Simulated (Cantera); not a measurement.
An isothermal, constant-pressure homogeneous reactor starts with 18.2 % CH4, 81.8 % CO2, at 1375 K and 2.17 atm.

Computed with Cantera and GRI-Mech 3.0 (53 species, 325 reactions).

Question: Predict: x(CH4) at 40.0 s; x(CO2) at 40.0 s; x(CH2O) at 40.0 s.

Answer: 
| Item | Value |
|---|---|
| x(CH4) at 40.0 s | 0.0224 (gas-phase equilibrium 3.55e-7) |
| x(CO2) at 40.0 s | 0.442 (gas-phase equilibrium 0.307) |
| x(CH2O) at 40.0 s | 1.11e-6 (gas-phase equilibrium 4.58e-8) |
